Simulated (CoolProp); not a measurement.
Vapour-liquid equilibrium of isohexane (1) + n-heptane (2) at 0.285 bar; x and y are mole fractions of (1).

The numbers come from the multi-fluid Helmholtz-energy mixture model, Lemmon 2006 and Span 2003; pair parameters Bell 2016 in CoolProp.

Problem. Give the bubble temperature and the first vapour's composition at x = 0.75, 0.85, 0.95. Is there an azeotrope?

Solution. x = 0.75: 303.8 K, y = 0.928; x = 0.85: 301.5 K, y = 0.961; x = 0.95: 299.4 K, y = 0.988. No azeotrope shows between x = 0.05 and 0.95.

Pair parameters are fitted to limited data, so mixtures are less certain than the pure fluids.
